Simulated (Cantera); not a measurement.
Cantera run:

```python
import numpy as np
import cantera as ct

gas_names = """
    H HNO HNO2 HNO3 HO2 H2 H2O H2O2 N NH NH2 NH3 NH2OH NO NO2 NO3 N2 N2H2 N2H4 N2O O OH O2 O3 Si SiH
    SiH2 SiH3 SiH4 SiN SiO SiO2 Si2 Si2N Si3
""".split()
cond_names = """
    H2O(s) H2O(L) Si(cr) Si(L) SiO2(Lqz) SiO2(hqz) SiO2(L) Si2N2O(s) Si3N4(a)
""".split()


def load(file, names, dense=False):
    # The tables refer to 1 bar. Condensed volumes are neglected.
    table = {s.name: s for s in ct.Species.list_from_file(file)}
    out = []
    for n in names:
        d = dict(table[n].input_data)
        d["thermo"] = dict(d["thermo"], **{"reference-pressure": 1e5})
        if dense:
            d["equation-of-state"] = {"model": "constant-volume", "density": "1e6 g/cm^3"}
        out.append(ct.Species.from_dict(d))
    return out


gas = ct.Solution(thermo="ideal-gas", species=load("nasa_gas.yaml", gas_names))
cond = {s.name: ct.Solution(thermo="fixed-stoichiometry", species=[s], name=s.name)
        for s in load("nasa_condensed.yaml", cond_names, dense=True)}
atoms = {
    'Si3N4': {'Si': 3, 'N': 4},
    'O2': {'O': 2},
    'H2': {'H': 2},
}
top_T = {'Si2N2O(s)': 2100, 'Si3N4(a)': 2400}  # K; cautious upper limits of use, not melting points


def equilibrate(T, P, feed):
    n = {}
    for name, mol in feed.items():
        for a, k in atoms[name].items():
            n[a] = n.get(a, 0.0) + k * mol
    gas.TPX = T, P, n
    mass = sum(n.values()) * gas.mean_molecular_weight
    gas.equilibrate("TP")
    valid = [c for c in cond.values() if c.min_temp <= T <= top_T.get(c.name, c.max_temp)]
    mix = ct.Mixture([(gas, mass / gas.mean_molecular_weight)] + [(c, 0.0) for c in valid])
    mix.T, mix.P = T, P
    mix.equilibrate("TP", solver="vcs", rtol=1e-11, max_steps=5000)
    return mix


results = []
feed = {'Si3N4': 1, 'O2': 0.0049, 'H2': 1.1}  # mol
T = 1248  # K
P = 13332.2  # Pa
mix = equilibrate(T, P, feed)
results.append((T, P, feed, dict(zip(mix.species_names, mix.species_moles))))
x = sorted(zip(gas.X, gas.species_names), reverse=True)
print(f"T = {T:g} K  P = {P:g} Pa  gas = {mix.phase_moles(0):.4g} mol")
print("   x: " + "  ".join(f"{s} {v:.3e}" for v, s in x if v > 1e-05))
print("   condensed (mol): " + ("  ".join(f"{mix.phase(i).name} {mix.phase_moles(i):.4g}"
      for i in range(1, mix.n_phases) if mix.phase_moles(i) > 1e-12) or "none"))
```

Result:

```
T = 1248 K  P = 13332.2 Pa  gas = 1.103 mol
   x: H2 9.970e-01  N2 2.960e-03
   condensed (mol): Si2N2O(s) 0.0098  Si3N4(a) 0.9935
```

These are equilibrium values from Cantera (NASA tables, ideal gas, pure condensed phases), not measurements of a reactor. Mutual solubility and eutectic melting of coexisting phases are not modelled.
